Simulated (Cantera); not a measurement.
An adiabatic, constant-pressure homogeneous reactor starts with CH₄ : O₂ : N₂ = 1 : 3.03 : 11.4 (molar parts), equivalence ratio 0.66, at 1525 K and 7500 Torr.

Cantera simulation using GRI-Mech 3.0 (53 species, 325 reactions); the numbers are that mechanism's predictions, not measurements.

Problem. Predict: time of steepest temperature rise; temperature at 3.00 s; equilibrium temperature; x(O₂) at 3.00 s; x(CO) at 3.00 s; x(NO₂) at 3.00 s; x(CO₂) at 3.00 s; x(N₂O) at 3.00 s.

Solution. 
```
Property                                                             Value
---------------------------------  ---------------------------------------
time of steepest temperature rise                                 0.129 ms
temperature at 3.00 s                                               2674 K
equilibrium temperature                                             2674 K
x(O₂) at 3.00 s                      0.0589 (gas-phase equilibrium 0.0589)
x(CO) at 3.00 s                    0.00657 (gas-phase equilibrium 0.00657)
x(NO₂) at 3.00 s                   1.96e-5 (gas-phase equilibrium 1.96e-5)
x(CO₂) at 3.00 s                     0.0577 (gas-phase equilibrium 0.0577)
x(N₂O) at 3.00 s                   2.63e-6 (gas-phase equilibrium 2.63e-6)
```
